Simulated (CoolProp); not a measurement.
Values from CoolProp's reference Helmholtz-energy equation of state, Thol 2021.

Task: For chlorine, give the phase and the density (kg/m³), cv (kJ/(kg K)), speed of sound (m/s), fugacity coefficient at 82.45 °C and 5 MPa; 82.45 °C and 20 MPa.

Result: 
- 82.45 °C and 5 MPa: liquid; density 1200, cv 0.485, speed of sound 583, fugacity coefficient 0.474
- 82.45 °C and 20 MPa: liquid; density 1280, cv 0.476, speed of sound 727, fugacity coefficient 0.158
